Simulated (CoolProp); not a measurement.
R152A at 311.34 K and 0.421 MPa is throttled through a valve to 0.288 MPa with no heat exchange. Each further row changes one setting.

Computed with CoolProp (reference Helmholtz-energy equation of state, Outcalt 1996). It is a modified Benedict-Webb-Rubin equation, recast in Helmholtz form.

```tsv
case	temperature change (K)	final density (kg/m³)
as stated	[?]	[?]
outlet pressure 0.0864 MPa	[?]	[?]
outlet pressure 0.374 MPa	[?]	[?]
```

Q: Some entries are withheld; supply them.

A: 
- as stated, temperature change (K): -3.4
- as stated, final density (kg/m³): 7.87
- outlet pressure 0.0864 MPa, temperature change (K): -8.6
- outlet pressure 0.0864 MPa, final density (kg/m³): 2.31
- outlet pressure 0.374 MPa, temperature change (K): -1.2
- outlet pressure 0.374 MPa, final density (kg/m³): 10.3
